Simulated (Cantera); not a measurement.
Input (Python, Cantera) and output of one run.

```python
import numpy as np
import cantera as ct

gas_names = """
    H HNO HNO2 HNO3 HO2 H2 H2O H2O2 N NH NH2 NH3 NH2OH NO NO2 NO3 N2 N2H2 N2H4 N2O O OH O2 O3 Si SiH
    SiH2 SiH3 SiH4 SiN SiO SiO2 Si2 Si2N Si3
""".split()
cond_names = """
    H2O(s) H2O(L) Si(cr) Si(L) SiO2(Lqz) SiO2(hqz) SiO2(L) Si2N2O(s) Si3N4(a)
""".split()


# ... load() reads the species with a 1 bar reference pressure and builds the phases ...
atoms = {
    'Si2H6': {'Si': 2, 'H': 6},
    'O3': {'O': 3},
    'N2': {'N': 2},
}
top_T = {'Si2N2O(s)': 2100, 'Si3N4(a)': 2400}  # K; cautious upper limits of use, not melting points


# ... equilibrate(T, P, feed) seeds the gas with the atoms and calls Mixture.equilibrate('TP', solver="vcs", rtol=1e-11, max_steps=5000) ...
results = []
feed = {'Si2H6': 1, 'O3': 7, 'N2': 2.4}  # mol
P = 133.322  # Pa
for T in [500, 600, 700, 800, 900, 1000, 1100, 1200, 1300]:
    mix = equilibrate(T, P, feed)
    results.append((T, P, feed, dict(zip(mix.species_names, mix.species_moles))))

top = {s: max(r[3][s] / sum(r[3][g] for g in gas_names) for r in results) for s in gas_names}
cols = sorted((s for s in top if top[s] > 0.001), key=lambda s: -top[s])[:8]
seen = [c for c in cond_names if any(r[3].get(c, 0) > 1e-12 for r in results)]
print("log10 of partial pressures in bar; condensed amounts in mol")
print(f"{'T/K':>10s}" + "".join(f"{s[:9]:>10s}" for s in cols + seen))
for T, P, feed, n in results:
    ng = sum(n[g] for g in gas_names)
    print(f"{T:10.4g}" + "".join(f"{np.log10(max(n[s] / ng * P / 1e5, 1e-99)):10.3f}" for s in cols)
          + "".join(f"{n.get(c, 0):10.4g}" for c in seen))
```

Result:

```
log10 of partial pressures in bar; condensed amounts in mol
       T/K        O2       H2O        N2 SiO2(Lqz) SiO2(hqz)
       500    -3.123    -3.491    -3.588         2         0
       600    -3.123    -3.491    -3.588         2         0
       700    -3.123    -3.491    -3.588         2         0
       800    -3.123    -3.491    -3.588         2         0
       900    -3.123    -3.491    -3.588         0         2
      1000    -3.123    -3.491    -3.588         0         2
      1100    -3.123    -3.491    -3.588         0         2
      1200    -3.123    -3.491    -3.588         0         2
      1300    -3.124    -3.492    -3.589         0         2
```

These are equilibrium values from Cantera (NASA tables, ideal gas, pure condensed phases), not measurements of a reactor. The feed counts by its element totals alone. The tables hold silica as quartz up to 1696 K and as liquid above; real silica turns to tridymite and cristobalite and melts near 1996 K.
